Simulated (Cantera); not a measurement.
Charge: 1 mol SiH₂Cl₂, 0.17 mol NH₃, 2.2 mol H₂, equilibrated at 13.3 mbar.

Method: chemical equilibrium by Gibbs-energy minimisation in Cantera with the NASA 1993 tables (ideal gas, pure condensed phases). Candidate condensed phases: NH₄Cl, Si, Si₃N₄; 28 gas species. Mutual solubility and eutectic melting of coexisting phases are not modelled. The numbers say what is thermodynamically allowed, not how fast it happens.

### Question
Which condensed phases are stable at each of these points (T (K)): 850, 950, 1050, 1150, 1250, 1350, 1450, 1550, 1650?

### Answer
```json
[
 {"T (K)": "850", "condensed phases": "Si(s) + Si₃N₄(s)", "Si condensed (%)": "48.6"},
 {"T (K)": "950", "condensed phases": "Si(s) + Si₃N₄(s)", "Si condensed (%)": "49.8"},
 {"T (K)": "1050", "condensed phases": "Si(s) + Si₃N₄(s)", "Si condensed (%)": "51.5"},
 {"T (K)": "1150", "condensed phases": "Si(s) + Si₃N₄(s)", "Si condensed (%)": "52.0"},
 {"T (K)": "1250", "condensed phases": "Si(s) + Si₃N₄(s)", "Si condensed (%)": "49.0"},
 {"T (K)": "1350", "condensed phases": "Si(s) + Si₃N₄(s)", "Si condensed (%)": "43.7"},
 {"T (K)": "1450", "condensed phases": "Si(s) + Si₃N₄(s)", "Si condensed (%)": "40.3"},
 {"T (K)": "1550", "condensed phases": "Si(s) + Si₃N₄(s)", "Si condensed (%)": "38.4"},
 {"T (K)": "1650", "condensed phases": "Si(s)", "Si condensed (%)": "37.2"}
]
```

From 850 K to 1550 K the condensed part is Si(s) + Si₃N₄(s). At 1650 K the condensed part is Si(s).
